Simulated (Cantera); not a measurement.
# Transport properties of process gases

Gas mixture: H2O : CH4 : CO = 0.24 : 0.5 : 0.5 (molar parts), at 0.000940 bar, frozen composition.

Cantera's kinetic-theory transport with the Lennard-Jones parameters of GRI-Mech 3.0, ideal gas; thermal conductivity in the mixture-averaged form. Polar gases are described roughly by these parameters. The composition is frozen, though it would react at the higher temperatures.

```json
[
 {"T (K)": "400", "ρ (kg/m³)": "0.000601", "cp (J/kg/K)": "1639", "μ (µPa s)": "17.6", "λ (mW/m/K)": "39.5", "Pr": "0.730", "D (cm²/s) H": "2150", "D (cm²/s) NO": "386", "D (cm²/s) O": "603"},
 {"T (K)": "650", "ρ (kg/m³)": "0.000370", "cp (J/kg/K)": "1978", "μ (µPa s)": "25.6", "λ (mW/m/K)": "68.1", "Pr": "0.743", "D (cm²/s) H": "5050", "D (cm²/s) NO": "898", "D (cm²/s) O": "1390"},
 {"T (K)": "900", "ρ (kg/m³)": "0.000267", "cp (J/kg/K)": "2289", "μ (µPa s)": "32.5", "λ (mW/m/K)": "98.2", "Pr": "0.758", "D (cm²/s) H": "8810", "D (cm²/s) NO": "1560", "D (cm²/s) O": "2410"},
 {"T (K)": "1150", "ρ (kg/m³)": "0.000209", "cp (J/kg/K)": "2548", "μ (µPa s)": "38.8", "λ (mW/m/K)": "128", "Pr": "0.772", "D (cm²/s) H": "13300", "D (cm²/s) NO": "2350", "D (cm²/s) O": "3630"},
 {"T (K)": "1400", "ρ (kg/m³)": "0.000172", "cp (J/kg/K)": "2748", "μ (µPa s)": "44.5", "λ (mW/m/K)": "157", "Pr": "0.780", "D (cm²/s) H": "18500", "D (cm²/s) NO": "3270", "D (cm²/s) O": "5030"},
 {"T (K)": "1650", "ρ (kg/m³)": "0.000146", "cp (J/kg/K)": "2903", "μ (µPa s)": "49.9", "λ (mW/m/K)": "184", "Pr": "0.786", "D (cm²/s) H": "24400", "D (cm²/s) NO": "4300", "D (cm²/s) O": "6610"},
 {"T (K)": "1900", "ρ (kg/m³)": "0.000126", "cp (J/kg/K)": "3024", "μ (µPa s)": "54.9", "λ (mW/m/K)": "210", "Pr": "0.789", "D (cm²/s) H": "30900", "D (cm²/s) NO": "5440", "D (cm²/s) O": "8360"},
 {"T (K)": "2150", "ρ (kg/m³)": "0.000112", "cp (J/kg/K)": "3120", "μ (µPa s)": "59.7", "λ (mW/m/K)": "235", "Pr": "0.792", "D (cm²/s) H": "37900", "D (cm²/s) NO": "6670", "D (cm²/s) O": "10300"},
 {"T (K)": "2400", "ρ (kg/m³)": "0.000100", "cp (J/kg/K)": "3198", "μ (µPa s)": "64.3", "λ (mW/m/K)": "259", "Pr": "0.795", "D (cm²/s) H": "45500", "D (cm²/s) NO": "8010", "D (cm²/s) O": "12300"}
]
```
D: mixture-averaged diffusion coefficient of that species in the mixture.
